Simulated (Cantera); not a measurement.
Input: 1 mol SiH2Cl2, a varied amount of N2O, at 1075 K and 0.110 bar.

Cantera equilibrium calculation (NASA polynomials, part measured and part estimated; ideal gas, pure solids and liquids). Candidate condensed phases: H2O, NH4Cl, Si, SiO2, Si2N2O, Si3N4; 47 gas species. Mutual solubility and eutectic melting of coexisting phases are not modelled. Kinetics and transport are ignored.

Q: Which condensed phases are stable at each of these points (n(N2O) (mol)): 0.99, 4, 6.9, 9.9, 13, 16, 19, 22, 25, 28?

A: 
| n(N2O) (mol) | condensed phases | Si condensed (%) |
|---|---|---|
| 0.99 | SiO2(β-quartz) + Si2N2O(s) | 93.4 |
| 4 | SiO2(β-quartz) | 100.0 |
| 6.9 | SiO2(β-quartz) | 100.0 |
| 9.9 | SiO2(β-quartz) | 100.0 |
| 13 | SiO2(β-quartz) | 100.0 |
| 16 | SiO2(β-quartz) | 100.0 |
| 19 | SiO2(β-quartz) | 100.0 |
| 22 | SiO2(β-quartz) | 100.0 |
| 25 | SiO2(β-quartz) | 100.0 |
| 28 | SiO2(β-quartz) | 100.0 |

At 0.99 mol N2O the condensed part is SiO2(β-quartz) + Si2N2O(s). From 4 mol N2O to 28 mol N2O the condensed part is SiO2(β-quartz).
